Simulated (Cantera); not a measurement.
## Thermodynamics of aluminium nitride and oxide growth, feed Al(CH₃)₃ + NH₃ + N₂

A closed system holds: 1 mol Al(CH₃)₃, a varied amount of NH₃, 300 mol N₂, held at 55.0 Pa.

Method: chemical equilibrium by Gibbs-energy minimisation in Cantera with the NASA 1993 tables (ideal gas, pure condensed phases). Candidate condensed phases: Al, AlN, C, C₆H₆, C₇H₈, C₈H₁₈; 97 gas species. The feed counts by its element totals alone. The numbers say what is thermodynamically allowed, not how fast it happens.

Q: Map the stable condensed phases over T = 675, 825, 975, 1125, 1275, 1425, 1575, 1725, 1875, 2025, 2175 K and n(NH₃) in mol = 5.5, 20, 35, 50, 64, 79, 94, 110, 120.

A: 
```
T in K \ n(NH₃) in mol
         5.5  20  35  50  64  79  94 110 120
   2175    A   A   B   B   B   B   B   B   B
   2025    A   A   A   A   B   B   B   B   B
   1875    A   A   A   A   A   A   A   A   A
   1725    A   A   A   A   A   A   A   A   A
   1575    C   C   C   C   C   C   C   C   C
   1425    C   C   C   C   C   C   C   C   C
   1275    C   C   C   C   C   C   C   C   C
   1125    C   C   C   C   C   C   C   C   C
    975    C   C   C   C   C   C   C   C   C
    825    C   C   C   C   C   C   C   C   C
    675    C   C   C   C   C   C   C   C   C
```
A: C; B: gas only; C: AlN + C.
